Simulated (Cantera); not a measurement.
Feed: 1 mol AlN, 15 mol O₂, 79 mol N₂, 35 mol HCl, equilibrated at 1173 K and 0.430 bar.

Cantera equilibrium calculation (NASA polynomials, part measured and part estimated; ideal gas, pure solids and liquids). Candidate condensed phases: Al, AlCl₃, AlN, Al₂O₃, H₂O, NH₄Cl; 45 gas species. Equilibrium is a limit: real reactors are often held back by kinetics, nucleation or transport.

Base state: N₂ 0.627, HCl 0.210, O₂ 0.0960, H₂O 0.0329, Cl₂ 0.0324, Cl 0.000972, NO 9.55e-5 (mole fractions); condensed: Al₂O₃(s).

### Question
What changes in the equilibrium state with this change: temperature from 1173 K to 1525 K?

### Answer
```json
[
 {"species": "N₂", "before": "0.627", "after": "0.620"},
 {"species": "HCl", "before": "0.210", "after": "0.230"},
 {"species": "O₂", "before": "0.0960", "after": "0.100"},
 {"species": "Cl₂", "before": "0.0324", "after": "0.0149"},
 {"species": "Cl", "before": "0.000972", "after": "0.0128"},
 {"species": "H₂O", "before": "0.0329", "after": "0.0213"},
 {"species": "OH", "before": "1.20e-6", "after": "4.59e-5"},
 {"species": "NO", "before": "9.55e-5", "after": "0.000845"},
 {"species": "ClO", "before": "8.20e-6", "after": "6.34e-5"},
 {"species": "Al₂O₃(s), mol", "before": "0.500", "after": "0.500"}
]
```

### Question
What changes in the equilibrium state with this change: temperature from 1173 K to 1548 K?

### Answer
```
species          before     after
-------------  --------  --------
N₂                0.627     0.619
HCl               0.210     0.230
O₂               0.0960    0.0999
Cl₂              0.0324    0.0140
Cl             0.000972    0.0144
H₂O              0.0329    0.0212
OH              1.20e-6   5.54e-5
NO              9.55e-5  0.000939
ClO             8.20e-6   6.91e-5
HOCl            9.40e-6   1.57e-5
Al₂O₃(s), mol     0.500     0.499
```
